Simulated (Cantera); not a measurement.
# Hydrogen reduction and annealing atmospheres: FeS2 + H2 + N2

A closed system holds: 1 mol FeS2, 58 mol H2, 18 mol N2, held at 2.70 bar.

Equilibrium computed with Cantera from the NASA thermochemical tables; the gas is ideal and each condensed phase is pure. Candidate condensed phases: Fe, FeS, FeS2, S; 16 gas species. FeS: taken at fixed stoichiometry. The numbers say what is thermodynamically allowed, not how fast it happens.

```
T (K)  log p H2  log p N2  log p H2S  log p NH3  log p SH  n FeS(s)  n FeS(l)
-----  --------  --------  ---------  ---------  --------  --------  --------
925        0.31     -0.19      -1.45      -2.64     -7.52      1.00         0
975        0.31     -0.19      -1.45      -2.80     -7.04      1.00         0
1025       0.31     -0.19      -1.45      -2.94     -6.61      1.00         0
1075       0.31     -0.19      -1.45      -3.07     -6.22      1.00         0
1125       0.31     -0.19      -1.45      -3.19     -5.87      1.00         0
1175       0.31     -0.19      -1.45      -3.30     -5.54      1.00         0
1225       0.31     -0.19      -1.45      -3.41     -5.24      1.00         0
1275       0.31     -0.19      -1.45      -3.50     -4.97      1.00         0
1325       0.31     -0.19      -1.45      -3.59     -4.71      1.00         0
1375       0.31     -0.19      -1.45      -3.67     -4.48      1.00         0
1425       0.31     -0.19      -1.45      -3.74     -4.26     1.000         0
1475       0.31     -0.19      -1.45      -3.81     -4.05         0     1.000
```
log p: log10 of the partial pressure in bar; n: condensed amount in mol.

From 925 K to 1425 K the condensed part is FeS(s). At 1475 K the condensed part is FeS(l).
